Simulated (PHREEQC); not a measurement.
Solution (20 °C): 0.035 mol HF, 0.0016 mol NH4F and 5.6e-05 mol (NH4)2SiF6 per kg of water. Closed to the air; pH follows from the charge balance.

Model: ion-association model, phreeqc.dat, run in PHREEQC.

```
quantity                    before     after
------------------------  --------  --------
pH                            2.37      4.18
ionic strength (mol/kgw)   0.00635   0.00178
HF (mol/kgw)                0.0298  0.000154
F- (mol/kgw)               0.00557   0.00178
HF2- (mol/kgw)            0.000611   1.01e-6
SI of Quartz (SiO2)          -7.49     -0.20
```

### Question
Which change was made?
A. diluted 100-fold with water
B. NH4F left out
C. (NH4)2SiF6 from 5.6e-05 to 0.00028 mol/kgw
D. HF left out
E. 0.041 mol/kgw NaHCO3 added

### Answer
D, HF left out

This is a speciation only: nothing precipitates in the calculation. SiF6-2 is the database's only silicon fluoride.
